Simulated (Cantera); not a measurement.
A closed system holds: 1 mol B2H6, 2.3 mol N2, 190 mol H2, equilibrated at 2273 K and 10000 Pa.

These are equilibrium values from Cantera (NASA tables, ideal gas, pure condensed phases), not measurements of a reactor. Candidate condensed phases: B, BN; 15 gas species. The feed counts by its element totals alone. The tables' values for BH2 are old estimates; treat these amounts as uncertain. Gases not in the tables: B2H6 and higher boranes. The numbers say what is thermodynamically allowed, not how fast it happens.

Base state: H2 0.960, H 0.0260, N2 0.0116, BH2 0.00178, B 7.20e-5, BH 2.11e-5, BH3 1.98e-5 (mole fractions); condensed: B(s).

### Question
What changes in the equilibrium state with this change: pressure from 10000 Pa to 68.0 Pa?

### Answer
```
species     before     after
---------  -------  --------
H2           0.960     0.710
H           0.0260     0.271
N2          0.0116    0.0101
B          7.20e-5   0.00765
BH3        1.98e-5   7.48e-7
BN         1.43e-6   1.17e-5
BH         2.11e-5  0.000159
BH2        0.00178  0.000948
B(s), mol     1.63         0
```
